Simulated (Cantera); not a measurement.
A perfectly stirred reactor is fed with 4.56 % H2, 71.2 % O2, 24.2 % N2, equivalence ratio 0.032, at 10.00 Torr; it is held at 1423 K, and followed from long to short residence time.

Cantera simulation using the H2/O2 subset of GRI-Mech 3.0, which has no nitrogen chemistry; the numbers are that mechanism's predictions, not measurements. Radical loss at walls, strong at low pressure, is not modelled. The temperature is held fixed by assumption; the heat of reaction is taken as removed at once.

Task: Predict: x(H2) at τ = 1.50 s; x(O2) at τ = 1.50 s; x(OH) at τ = 1.50 s; x(H2O2) at τ = 1.50 s; x(HO2) at τ = 1.50 s; x(H2) at τ = 19.0 ms; x(O2) at τ = 19.0 ms; x(OH) at τ = 19.0 ms; x(H2O2) at τ = 19.0 ms; x(HO2) at τ = 19.0 ms.

Result: 
| Property | Result |
|---|---|
| x(H2) at τ = 1.50 s | 0.000157 |
| x(O2) at τ = 1.50 s | 0.701 |
| x(OH) at τ = 1.50 s | 0.00222 |
| x(H2O2) at τ = 1.50 s | 2.22e-8 |
| x(HO2) at τ = 1.50 s | 6.43e-7 |
| x(H2) at τ = 19.0 ms | 0.00119 |
| x(O2) at τ = 19.0 ms | 0.679 |
| x(OH) at τ = 19.0 ms | 0.00542 |
| x(H2O2) at τ = 19.0 ms | 4.30e-8 |
| x(HO2) at τ = 19.0 ms | 1.42e-6 |
